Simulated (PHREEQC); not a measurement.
Make-up at 25 °C: 0.06 mol Cu(BF4)2 and 0.027 mol H2SO4 per kg of water. Closed to the air; pH follows from the charge balance.

The numbers come from PHREEQC with the ion-association model, wateq4f.dat.

The ionic strength comes out as 0.206 mol/kgw. What activity coefficients do H+, F-, HF2-, HSO4-, BF2(OH)2- get?

H+ 0.80, F- 0.70, HF2- 0.70, HSO4- 0.73, BF2(OH)2- 0.68.

This is a speciation only: nothing precipitates in the calculation. Real BF4- forms and hydrolyses slowly; the run takes it at equilibrium.
